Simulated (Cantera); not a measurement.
# Diamond growth

A diamond (100) surface in a fixed gas of H2 with x(CH4) = 0.016, x(H) = 0.00038, x(CH3) = 0.00069, 0.250 bar; coverages are run to steady state.

Detailed kinetics in Cantera: the Harris–Goodwin 1993 mechanism for the reconstructed diamond (100) surface.

| T (K) | growth (µm/h) | θ c6HH | θ c6H* | θ c6*H | θ c6** | θ c6HM |
|---|---|---|---|---|---|---|
| 950 | 25.5 | 0.282 | 0.00585 | 0.139 | 0.00176 | 0.438 |
| 1025 | 37.7 | 0.320 | 0.0105 | 0.200 | 0.00350 | 0.332 |
| 1100 | 38.9 | 0.391 | 0.0187 | 0.296 | 0.00660 | 0.188 |
| 1175 | 23.9 | 0.458 | 0.0294 | 0.395 | 0.0105 | 0.0620 |
| 1250 | 13.1 | 0.479 | 0.0375 | 0.437 | 0.0130 | 0.0144 |
| 1325 | 9.25 | 0.487 | 0.0431 | 0.442 | 0.0142 | 0.00316 |
| 1400 | 6.12 | 0.502 | 0.0470 | 0.430 | 0.0147 | 0.000722 |
θ: site fractions in the mechanism's names (c6HH fully hydrogenated, c6H* and c6*H radical sites, c6** diradical, c6HM methylated).
